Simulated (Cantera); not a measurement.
Cantera run:

```python
import numpy as np
import cantera as ct

gas_names = [...]  # 136 gases of nasa_gas.yaml made of C, H, N, O
cond_names = """
    C(gr) C6H6(L) C7H8(L) C8H18(L),n-octa H2O(s) H2O(L)
""".split()


# ... load() reads the species with a 1 bar reference pressure and builds the phases ...
atoms = {
    'C': {'C': 1},
    'O2': {'O': 2},
    'H2': {'H': 2},
    'NH3': {'N': 1, 'H': 3},
}
top_T = {'C(gr)': 4500}  # K; cautious upper limits of use, not melting points


# ... equilibrate(T, P, feed) seeds the gas with the atoms and calls Mixture.equilibrate('TP', solver="vcs", rtol=1e-11, max_steps=5000) ...
results = []
feed = {'C': 1, 'O2': 0.21, 'H2': 0.41, 'NH3': 0.19}  # mol
T = 2698.15  # K
P = 28  # Pa
mix = equilibrate(T, P, feed)
results.append((T, P, feed, dict(zip(mix.species_names, mix.species_moles))))
x = sorted(zip(gas.X, gas.species_names), reverse=True)
print(f"T = {T:g} K  P = {P:g} Pa  gas = {mix.phase_moles(0):.4g} mol")
print("   x: " + "  ".join(f"{s} {v:.3e}" for v, s in x if v > 0.0001))
print("   condensed (mol): " + ("  ".join(f"{mix.phase(i).name} {mix.phase_moles(i):.4g}"
      for i in range(1, mix.n_phases) if mix.phase_moles(i) > 1e-12) or "none"))
```

It prints:

```
T = 2698.15 K  P = 28 Pa  gas = 1.913 mol
   x: H 6.449e-01  CO 2.195e-01  N2 4.409e-02  H2 3.658e-02  C3 3.067e-02  C 7.404e-03  CN 5.935e-03  HCN 4.498e-03  C2 2.935e-03  C2H 1.598e-03  C2H2,acetylene 8.568e-04  HNC 6.504e-04  C5 2.031e-04
   condensed (mol): C(gr) 0.3456
```

Cantera equilibrium calculation (NASA polynomials, part measured and part estimated; ideal gas, pure solids and liquids).
